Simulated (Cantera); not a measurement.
Input: 1 mol SiH4, 19 mol N2O, at 0.0133 bar.

Method: chemical equilibrium by Gibbs-energy minimisation in Cantera with the NASA 1993 tables (ideal gas, pure condensed phases). Candidate condensed phases: H2O, Si, SiO2, Si2N2O, Si3N4; 35 gas species. The tables hold silica as quartz up to 1696 K and as liquid above; real silica turns to tridymite and cristobalite and melts near 1996 K. Kinetics and transport are ignored.

x: gas mole fraction; n: condensed amount in mol.

| T (K) | x N2 | x O2 | x H2O | x NO | x OH | n SiO2(α-quartz) | n SiO2(β-quartz) | n SiO2(condensed) |
|---|---|---|---|---|---|---|---|---|
| 550 | 0.667 | 0.263 | 0.0702 | 4.01e-9 | <1e-12 | 1.00 | 0 | 0 |
| 700 | 0.667 | 0.263 | 0.0702 | 2.90e-7 | ___ | 1.00 | 0 | 0 |
| 850 | 0.667 | 0.263 | 0.0702 | 4.63e-6 | ___ | 0 | 1.00 | 0 |
| 1000 | 0.667 | 0.263 | 0.0702 | 3.22e-5 | ___ | 0 | 1.00 | 0 |
| 1150 | 0.667 | 0.263 | 0.0702 | 0.000135 | ___ | 0 | 1.00 | 0 |
| 1300 | 0.666 | 0.263 | 0.0702 | 0.000407 | ___ | 0 | 1.00 | 0 |
| 1450 | 0.666 | 0.263 | 0.0701 | 0.000977 | ___ | 0 | 1.00 | 0 |
| 1600 | 0.666 | 0.262 | 0.0699 | 0.00199 | ___ | 0 | 1.00 | 0 |
| 1750 | 0.665 | 0.261 | 0.0694 | 0.00357 | ___ | 0 | 0 | 1.000 |
| 1900 | 0.663 | 0.258 | 0.0683 | 0.00583 | ___ | 0 | 0 | 1.000 |

Q: Complete the blanks.

A: 
- 700, x OH: 7.01e-11
- 850, x OH: 9.55e-9
- 1000, x OH: 3.00e-7
- 1150, x OH: 3.84e-6
- 1300, x OH: 2.74e-5
- 1450, x OH: 0.000130
- 1600, x OH: 0.000460
- 1750, x OH: 0.00131
- 1900, x OH: 0.00313
